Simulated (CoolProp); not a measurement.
Vapour-liquid equilibrium of dimethyl ether (1) + ethanol (2) at 265.1 K; x and y are mole fractions of (1).

Values from CoolProp's multi-fluid Helmholtz-energy mixture model, Wu 2011 and Schroeder 2014; pair parameters Bell 2016.

```
x     bubble pressure (MPa)  y at the bubble point  dew pressure at overall composition x (MPa)  liquid density (mol/L)
----  ---------------------  ---------------------  -------------------------------------------  ----------------------
0.05                0.01862                  0.954                                    0.0009384                   17.57
0.2                 0.06441                  0.988                                     0.001114                   17.33
0.35                0.09952                  0.993                                     0.001371                   17.06
0.5                  0.1259                  0.995                                     0.001780                   16.77
0.65                 0.1467                  0.997                                     0.002540                   16.44
0.8                  0.1662                  0.998                                     0.004428                   16.06
0.95                 0.1894                  0.999                                      0.01724                   15.62
```

No azeotrope shows between x = 0.05 and 0.95.

The pair parameters rest on a limited set of measurements; away from them the model extrapolates. With so large a gap from Raoult's law the liquid may split in two, which this calculation doesn't test in full.
